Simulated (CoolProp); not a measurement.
A single-stage vapour-compression cycle with R1336mzz(Z): evaporating at 274.15 K (dew point), condensing at 332.15 K (bubble point), superheat 5 K, subcooling 2 K, compressor efficiency 0.9, no pressure losses. Each further row changes one setting.

Computed with CoolProp (reference Helmholtz-energy equation of state, McLinden 2020).

```json
[
 {"case": "as stated", "cooling COP": "___", "pressure ratio": "9.14", "discharge temperature (K)": "332.2", "refrigerating effect (kJ/kg)": "114", "volumetric capacity (kJ/m³)": "214"},
 {"case": "evaporating temperature 279.15 K", "cooling COP": "___", "pressure ratio": "7.23", "discharge temperature (K)": "332.2", "refrigerating effect (kJ/kg)": "___", "volumetric capacity (kJ/m³)": "___"},
 {"case": "condensing temperature 327.15 K", "cooling COP": "3.66", "pressure ratio": "___", "discharge temperature (K)": "327.2", "refrigerating effect (kJ/kg)": "121", "volumetric capacity (kJ/m³)": "226"},
 {"case": "subcooling 7 K", "cooling COP": "3.40", "pressure ratio": "9.14", "discharge temperature (K)": "332.2", "refrigerating effect (kJ/kg)": "121", "volumetric capacity (kJ/m³)": "226"},
 {"case": "superheat 15 K", "cooling COP": "3.31", "pressure ratio": "9.14", "discharge temperature (K)": "___", "refrigerating effect (kJ/kg)": "___", "volumetric capacity (kJ/m³)": "220"},
 {"case": "compressor efficiency 0.8", "cooling COP": "___", "pressure ratio": "9.14", "discharge temperature (K)": "332.2", "refrigerating effect (kJ/kg)": "114", "volumetric capacity (kJ/m³)": "214"}
]
```

**Question.** What belongs in the gaps?

**Answer.** 
- as stated, cooling COP: 3.22
- evaporating temperature 279.15 K, cooling COP: 3.70
- evaporating temperature 279.15 K, refrigerating effect (kJ/kg): 118
- evaporating temperature 279.15 K, volumetric capacity (kJ/m³): 275
- condensing temperature 327.15 K, pressure ratio: 7.83
- superheat 15 K, discharge temperature (K): 337.2
- superheat 15 K, refrigerating effect (kJ/kg): 122
- compressor efficiency 0.8, cooling COP: 2.86

The compression ends wet for: as stated; evaporating temperature 279.15 K; condensing temperature 327.15 K; subcooling 7 K; compressor efficiency 0.8.
